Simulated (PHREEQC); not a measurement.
Model water analysis in mg/L, 25 °C, pH 6.35, pe 12.9:

```tsv
constituent	mg/L
Na	0.553
K	0.159
Ca	3.29
Mg	0.16
Cl	4.82
S(6) as SO4	0.676
Alkalinity as HCO3	3.55
N(5) as NO3	0.00143
Sr	0.0687
Pb	0.998
```

Valence states are taken as typed.

Model: ion-association model, phreeqc.dat, run in PHREEQC.

Each row changes one thing in this solution. This is a speciation only: nothing precipitates in the calculation.

| case | CO2 (mol/kgw) | PbCO3 (mol/kgw) | PbOH+ (mol/kgw) | CaSO4 (mol/kgw) | CaHCO3+ (mol/kgw) | PbSO4 (mol/kgw) | SI of Pb(OH)2 (Pb(OH)2) | SI of Anglesite (PbSO4) |
|---|---|---|---|---|---|---|---|---|
| as made | 5.65e-5 | 3.84e-7 | 1.67e-7 | 8.59e-8 | 5.54e-8 | 1.34e-8 | -0.88 | -2.83 |
| pH from 6.35 to 6.05 at the same alkalinity | 0.000115 | 2.07e-7 | 8.85e-8 | 8.59e-8 | 5.62e-8 | 1.43e-8 | -1.45 | -2.81 |
| Ca from 3.29 to 9.87 mg/L | 5.60e-5 | 3.70e-7 | 1.64e-7 | 2.36e-7 | 1.61e-7 | 1.24e-8 | -0.89 | -2.87 |
| pH from 6.35 to 5.85 at the same alkalinity | 0.000184 | 1.35e-7 | 5.71e-8 | 8.58e-8 | 5.69e-8 | 1.46e-8 | -1.84 | -2.80 |
